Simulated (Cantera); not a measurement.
Thermodynamics of boron, boron nitride and boron oxide, feed B + NH3 + N2 + O2

Feed: 1 mol B, 14 mol NH3, 11 mol N2, 0.98 mol O2.

Cantera equilibrium calculation (NASA polynomials, part measured and part estimated; ideal gas, pure solids and liquids). Candidate condensed phases: B, BN, B2O3, B3O3H3, H2O; 39 gas species. Equilibrium is a limit: real reactors are often held back by kinetics, nucleation or transport.

Stable condensed phases:

```
T in K \ P in Pa
             10     46    220   1000   4600  22000 100000
   1925       A      A      A      A      A      A      A
   1875       A      A      A      A      A      A      A
   1825       A      A      A      A      A      A      A
   1775       A      A      A      A      A      A      B
   1725       A      A      A      A      A      A      B
   1675       A      A      A      A      A      B      B
   1625       A      A      A      A      A      B      B
   1575       A      A      A      A      B      B      B
   1525       A      A      A      A      B      B      B
   1475       A      A      A      B      B      B      B
   1425       A      A      B      B      B      B      B
   1375       A      B      B      B      B      B      B
   1325       A      B      B      B      B      B      B
```

A: gas only; B: B2O3.
